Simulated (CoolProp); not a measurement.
Properties of water along the isobar 0.101 MPa (Tc = 647.1 K, pc = 22.06 MPa, ω = 0.344).

Computed with CoolProp (reference Helmholtz-energy equation of state, Wagner 2002).

```tsv
T (K)	phase	density (kg/m³)	Joule-Thomson coefficient (K/MPa)	isothermal compressibility (1/MPa)	conductivity (mW/(m K))
487.9	gas	0.4506	21.07	9.947	34.9
500.2	gas	0.4393	19.27	9.942	36.1
512.4	gas	0.4287	17.71	9.939	37.3
524.7	gas	0.4185	16.32	9.935	38.5
537	gas	0.4088	15.10	9.932	39.8
549.2	gas	0.3996	14.02	9.930	41.0
561.5	gas	0.3908	13.04	9.927	42.3
573.8	gas	0.3823	12.16	9.925	43.6
586	gas	0.3743	11.38	9.923	44.9
598.3	gas	0.3665	10.66	9.921	46.2
610.5	gas	0.3591	10.01	9.920	47.6
622.8	gas	0.3520	9.420	9.918	48.9
635.1	gas	0.3451	8.876	9.917	50.3
647.3	gas	0.3386	8.381	9.916	51.7
```

Thermal conductivity comes from a separate model (Huber 2012).
